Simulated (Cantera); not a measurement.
Cantera run:

```python
import numpy as np
import cantera as ct

gas_names = """
    CL CL2 H HCL H2 Ti TiCL TiCL2 TiCL3 TiCL4
""".split()
cond_names = """
    Ti(a) Ti(b) Ti(L) TiCL2(s) TiCL3(s) TiCL4(L)
""".split()


# ... load() reads the species with a 1 bar reference pressure and builds the phases ...
atoms = {
    'TiCl4': {'Ti': 1, 'CL': 4},
    'H2': {'H': 2},
}
top_T = {'TiCL2(s)': 1300, 'TiCL3(s)': 1000}  # K; cautious upper limits of use, not melting points


# ... equilibrate(T, P, feed) seeds the gas with the atoms and calls Mixture.equilibrate('TP', solver="vcs", rtol=1e-11, max_steps=5000) ...
results = []
T = 1348  # K
P = 17000  # Pa
for m in [9.8, 12, 14, 18, 21, 26, 31, 38, 46, 56, 68]:
    feed = {'TiCl4': 1, 'H2': m}  # mol
    mix = equilibrate(T, P, feed)
    results.append((T, P, feed, dict(zip(mix.species_names, mix.species_moles))))

top = {s: max(r[3][s] / sum(r[3][g] for g in gas_names) for r in results) for s in gas_names}
cols = sorted((s for s in top if top[s] > 1e-05), key=lambda s: -top[s])[:6]
seen = [c for c in cond_names if any(r[3].get(c, 0) > 1e-12 for r in results)]
print("log10 of partial pressures in bar; condensed amounts in mol")
print(f"{'n(H2)':>10s}" + "".join(f"{s[:9]:>10s}" for s in cols + seen))
for T, P, feed, n in results:
    ng = sum(n[g] for g in gas_names)
    print(f"{feed['H2']:10.4g}" + "".join(f"{np.log10(max(n[s] / ng * P / 1e5, 1e-99)):10.3f}" for s in cols)
          + "".join(f"{n.get(c, 0):10.4g}" for c in seen))
```

Result:

```
log10 of partial pressures in bar; condensed amounts in mol
     n(H2)        H2       HCL     TiCL3     TiCL4     TiCL2
       9.8    -0.844    -1.931    -1.933    -2.456    -4.426
        12    -0.832    -1.994    -1.997    -2.589    -4.420
        14    -0.824    -2.044    -2.047    -2.693    -4.417
        18    -0.813    -2.129    -2.133    -2.869    -4.412
        21    -0.807    -2.182    -2.188    -2.980    -4.410
        26    -0.801    -2.259    -2.265    -3.138    -4.407
        31    -0.796    -2.324    -2.331    -3.271    -4.406
        38    -0.791    -2.401    -2.409    -3.429    -4.405
        46    -0.788    -2.474    -2.484    -3.579    -4.405
        56    -0.785    -2.551    -2.563    -3.736    -4.405
        68    -0.782    -2.627    -2.642    -3.893    -4.406
```

Cantera equilibrium calculation (NASA polynomials, part measured and part estimated; ideal gas, pure solids and liquids). The tables' values for TiCl2 are old estimates; treat these amounts as uncertain.
